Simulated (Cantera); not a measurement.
A perfectly stirred reactor is fed with 25.0 % CH4, 75.0 % N2, at 340 Pa; it is held at 1900 K, and followed from long to short residence time.

Cantera simulation using GRI-Mech 3.0 (53 species, 325 reactions); the numbers are that mechanism's predictions, not measurements. GRI-Mech 3.0 stops at C3 and has no aromatics, soot or wall deposition, so with more carbon than oxygen in the feed, carbon stays in small species such as C2H2 where larger ones or solid carbon would form. Radical loss at walls, strong at low pressure, is not modelled.

**Question.** Predict: x(CH4) at τ = 0.810 s; x(C2H6) at τ = 0.810 s; x(H) at τ = 0.810 s; x(CH2) at τ = 0.810 s; x(CH3) at τ = 0.810 s; x(CH4) at τ = 50.0 ms; x(C2H6) at τ = 50.0 ms; x(H) at τ = 50.0 ms; x(CH2) at τ = 50.0 ms; x(CH3) at τ = 50.0 ms.

**Answer.** 
```json
{
  "x(CH4) at τ = 0.810 s": "0.0343",
  "x(C2H6) at τ = 0.810 s": "3.66e-6",
  "x(H) at τ = 0.810 s": "0.000967",
  "x(CH2) at τ = 0.810 s": "8.32e-6",
  "x(CH3) at τ = 0.810 s": "0.00250",
  "x(CH4) at τ = 50.0 ms": "0.153",
  "x(C2H6) at τ = 50.0 ms": "1.99e-5",
  "x(H) at τ = 50.0 ms": "0.000283",
  "x(CH2) at τ = 50.0 ms": "1.04e-5",
  "x(CH3) at τ = 50.0 ms": "0.00637"
}
```
